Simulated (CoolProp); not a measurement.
A single-stage vapour-compression cycle with the fluid: evaporating at 234.15 K (dew point), condensing at 297.15 K (bubble point), superheat 0 K, subcooling 8 K, compressor efficiency 0.65, no pressure losses. The same conditions are run with several fluids, on thermodynamics alone (safety and materials aside).

The numbers come from the reference Helmholtz-energy equation of state of each fluid (isobutene: Lemmon 2005; R124: de Vries 1995; ammonia: Gao 2020; R507A: Lemmon 2003; R152A: Outcalt 1996; n-butane: Bücker 2006) in CoolProp. Blends and air are pseudo-pure fits.

```csv
fluid,cooling COP,pressure ratio,discharge temperature (K),refrigerating effect (kJ/kg),volumetric capacity (kJ/m³)
isobutene,2.01,12.5,336.0,299,207
R124,1.94,13.3,327.7,119,238
ammonia,1.90,12.9,504.3,1130,768
R507A,1.80,8.61,327.3,118,923
R152A,1.99,11.6,364.0,251,435
n-butane,2.00,13.3,328.5,293,157
```
